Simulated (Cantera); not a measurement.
Feed: 1 mol Al(CH3)3, 2.4 mol NH3, 36 mol N2, at 650 °C and 28.0 Pa.

These are equilibrium values from Cantera (NASA tables, ideal gas, pure condensed phases), not measurements of a reactor. Candidate condensed phases: Al, AlN, C, C6H6, C7H8, C8H18; 97 gas species. The feed counts by its element totals alone. Kinetics and transport are ignored.

Base state: N2 0.819, H2 0.181 (mole fractions); condensed: AlN(s) + C(graphite).

Problem. What changes in the equilibrium state with this change: temperature from 650 °C to 1775 °C?

Solution. 
| species | before | after |
|---|---|---|
| N2 | 0.819 | 0.780 |
| H2 | 0.181 | 0.142 |
| H | 6.25e-9 | 0.0504 |
| Al | <1e-9 | 0.0210 |
| HNC | <1e-9 | 0.000365 |
| C2H2 (acetylene) | <1e-9 | 0.000149 |
| CN | <1e-9 | 5.49e-5 |
| AlH | <1e-9 | 3.34e-5 |
| AlN(s), mol | 1.00 | 0 |
| C(graphite), mol | 3.00 | 2.69 |
